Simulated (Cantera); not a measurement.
## Hydrocarbon pyrolysis for carbon deposition

A perfectly stirred reactor is fed with C2H4 : H2 : N2 = 1 : 22 : 0.58 (molar parts), at 750 Torr; it is held at 1725 K, and followed from long to short residence time.

Model: GRI-Mech 3.0 (53 species, 325 reactions), integrated in Cantera. GRI-Mech 3.0 was tuned for natural gas; its chemistry of ethylene as a main component is partial and can be far from experiment. GRI-Mech 3.0 stops at C3 and has no aromatics, soot or wall deposition, so with more carbon than oxygen in the feed, carbon stays in small species such as C2H2 where larger ones or solid carbon would form.

```json
[
 {"τ (s)": "1.4", "x C2H4": "0.00121", "x H2": "0.927", "x C2H2": "0.0325", "x CH4": "0.0152", "x C2H6": "1.99e-6", "x C2H": "3.97e-8", "x CH2": "1.24e-8"},
 {"τ (s)": "0.41", "x C2H4": "0.00128", "x H2": "0.928", "x C2H2": "0.0335", "x CH4": "0.0128", "x C2H6": "1.75e-6", "x C2H": "4.12e-8", "x CH2": "1.06e-8"},
 {"τ (s)": "0.12", "x C2H4": "0.00145", "x H2": "0.931", "x C2H2": "0.0356", "x CH4": "0.00802", "x C2H6": "1.44e-6", "x C2H": "4.43e-8", "x CH2": "7.01e-9"},
 {"τ (s)": "0.033", "x C2H4": "0.00186", "x H2": "0.933", "x C2H2": "0.0373", "x CH4": "0.00346", "x C2H6": "1.52e-6", "x C2H": "4.66e-8", "x CH2": "3.33e-9"},
 {"τ (s)": "0.0093", "x C2H4": "0.00318", "x H2": "0.934", "x C2H2": "0.0369", "x CH4": "0.00153", "x C2H6": "2.42e-6", "x C2H": "4.18e-8", "x CH2": "1.71e-9"},
 {"τ (s)": "0.0026", "x C2H4": "0.00812", "x H2": "0.935", "x C2H2": "0.0325", "x CH4": "0.000848", "x C2H6": "5.42e-6", "x C2H": "2.91e-8", "x CH2": "1.66e-9"},
 {"τ (s)": "0.00075", "x C2H4": "0.0199", "x H2": "0.934", "x C2H2": "0.0213", "x CH4": "0.000454", "x C2H6": "1.12e-5", "x C2H": "1.49e-8", "x CH2": "2.58e-9"},
 {"τ (s)": "0.00021", "x C2H4": "0.0343", "x H2": "0.933", "x C2H2": "0.00767", "x CH4": "0.000126", "x C2H6": "1.25e-5", "x C2H": "3.38e-9", "x CH2": "2.66e-9"}
]
```
x: mole fraction; the columns are a selection and need not sum to one.
